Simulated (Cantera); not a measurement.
Ignition delay

Mixture: H₂ : O₂ : N₂ : H₂O = 1 : 0.926 : 3.48 : 0.2 (molar parts), equivalence ratio 0.54, at 25.0 bar, adiabatic and at constant volume. Ignition delay is the time to a rise of 400 K.

Model: the H2/O2 subset of GRI-Mech 3.0, which has no nitrogen chemistry, integrated in Cantera. The hydrogen kinetics of GRI-Mech 3.0 are dated; newer H2 mechanisms differ, most at raised pressure. The pressure lies above the range GRI-Mech 3.0 was tuned for (to about 10 atm).

```json
[
 {"T0 (K)": "950", "delay (ms)": "22.6"},
 {"T0 (K)": "1025", "delay (ms)": "4.24"},
 {"T0 (K)": "1100", "delay (ms)": "0.986"},
 {"T0 (K)": "1175", "delay (ms)": "0.265"},
 {"T0 (K)": "1250", "delay (ms)": "0.0771"},
 {"T0 (K)": "1325", "delay (ms)": "0.0223"}
]
```

- apparent activation energy between 1175 and 1325 K: 210 kJ/mol
